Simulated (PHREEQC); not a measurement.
Make-up at 20 °C: 91 mmol/kgw Cu(BF4)2 and 14 mmol/kgw H2SO4. Closed to the air; pH follows from the charge balance.

Equilibrium calculation in PHREEQC: ion-association model, wateq4f.dat.

Each row changes one thing in this solution. This is a speciation only: nothing precipitates in the calculation.

```
case                                             pH  ionic strength (mol/kgw)  SO4-2 (mol/kgw)  HSO4- (mol/kgw)
---------------------------------------------  ----  ------------------------  ---------------  ---------------
as made                                        1.72                     0.284          0.00497          0.00303
Cu(BF4)2 replaced by NaF at the same molality  3.46                    0.0998           0.0119         0.000174
H2SO4 replaced by CuSO4 at the same molality   2.58                     0.298          0.00584         0.000490
H2SO4 from 0.014 to 0.0154 mol/kgw              ___                     0.285          0.00539          0.00356
Cu(BF4)2 left out                              1.74                    0.0279              ___          0.00706
temperature from 20 to 30 °C                   1.74                     0.283          0.00471          0.00341
temperature from 20 to 90 °C                   1.90                     0.279          0.00312          0.00677
diluted 5-fold with water                      2.34                    0.0581          0.00147         0.000320
H2SO4 from 0.014 to 0.14 mol/kgw               0.86                     0.422           0.0244           0.0970
```

Q: Some entries are withheld; supply them.

A: 
- H2SO4 from 0.014 to 0.0154 mol/kgw, pH: 1.69
- Cu(BF4)2 left out, SO4-2 (mol/kgw): 0.00694

At this temperature some constants are extrapolated from 25 °C, and those without enthalpy data are left unchanged. Real BF4- forms and hydrolyses slowly; the run takes it at equilibrium.
